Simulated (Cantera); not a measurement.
Input: 1 mol C2H4, 1.5 mol H2O, 0.041 mol CO2, held at 10.0 Torr.

Cantera equilibrium calculation (NASA polynomials, part measured and part estimated; ideal gas, pure solids and liquids). Candidate condensed phases: C, C6H6, C7H8, C8H18, H2O; 110 gas species. Kinetics and transport are ignored.

Over these rows the condensed part is C(graphite). Partial pressures as log10 of bar:

```
T (K)  1000/T (1/K)  log p CH4  log p H2  log p CO
-----  ------------  ---------  --------  --------
775          1.2903      -3.75     -2.03     -2.69
925          1.0811      -4.72     -2.04     -2.39
1075         0.9302      -5.42     -2.04     -2.38
1225         0.8163      -5.96     -2.04     -2.38
1375         0.7273      -6.38     -2.04     -2.38
1525         0.6557          ?     -2.04     -2.38
```

Fit log p(CH4) = a + b·(1000/T) to the five rows, give the apparent enthalpy, and predict the row at 1525 K.

Means: 1000/T = 0.9690, log p = -5.246. Sxy = 0.929496, Sxx = 0.1990417, so b = 4.67 and a = -5.246 − (4.67)×0.9690 = -9.77.
Apparent enthalpy: −19.145 × (4.67) = -89 kJ/mol. With the condensed phases at unit activity, C(graphite) + 2 H2(g) = CH4(g) links this pressure to the main gases: over the six rows their terms move log p by -0.02 in all, so the slope is close to that reaction's ΔH°. The five rows lie within 0.01 of the line.
Prediction at 1525 K: -9.77 + (4.67)×0.6557 = -6.71. The computed value is -6.72, 0.01 from the line.
